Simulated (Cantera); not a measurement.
Feed: 1 mol Si, 0.78 mol Cl2, at 477 °C and 0.100 bar.

These are equilibrium values from Cantera (NASA tables, ideal gas, pure condensed phases), not measurements of a reactor. Candidate condensed phases: Si; 9 gas species. The tables' values for SiCl3 are old estimates; treat these amounts as uncertain. Kinetics and transport are ignored.

Task: What is the equilibrium state?

Result: 
```
Property         Value
----------  ----------
x(SiCl4)         1.000
x(SiCl3)      0.000152
x(SiCl2)       4.27e-6
n(Si(s))     0.610 mol
gas amount  0.3900 mol
```
